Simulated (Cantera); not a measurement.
Feed: 1 mol TiO₂, 2200 mol H₂, equilibrated at 13.3 mbar.

Equilibrium computed with Cantera from the NASA thermochemical tables; the gas is ideal and each condensed phase is pure. Candidate condensed phases: H₂O, Ti, TiO, TiO₂, Ti₂O₃, Ti₃O₅, Ti₄O₇; 12 gas species. Rates play no part. All values below are at 1027 °C.

Base state: H₂ 1.000, H₂O 0.000152 (mole fractions); condensed: Ti₃O₅(s).

Task: What changes in the equilibrium state with this change: TiO₂ replaced by Al₂O₃?

Result: 
```json
[
 {"species": "H₂", "before": "1.000", "after": "1.000"},
 {"species": "H₂O", "before": "0.000152", "after": "2.28e-8"},
 {"species": "Ti₃O₅(s), mol", "before": "0.333", "after": "0"},
 {"species": "Al₂O₃(s), mol", "before": "0", "after": "1.000"}
]
```
Further candidate phases: Al, Al₂O₃.

Task: What changes in the equilibrium state with this change: TiO₂ replaced by Ta₂O₅?

Result: 
```json
[
 {"species": "H₂", "before": "1.000", "after": "1.000"},
 {"species": "H₂O", "before": "0.000152", "after": "1.44e-5"},
 {"species": "Ti₃O₅(s), mol", "before": "0.333", "after": "0"},
 {"species": "Ta(s), mol", "before": "0", "after": "0.0127"},
 {"species": "Ta₂O₅(s), mol", "before": "0", "after": "0.994"}
]
```
Mutual solubility and eutectic melting of coexisting phases are not modelled. Condensed phases not in the tables: N, O or C dissolved in the metal. Further candidate phases: Ta, Ta₂O₅.
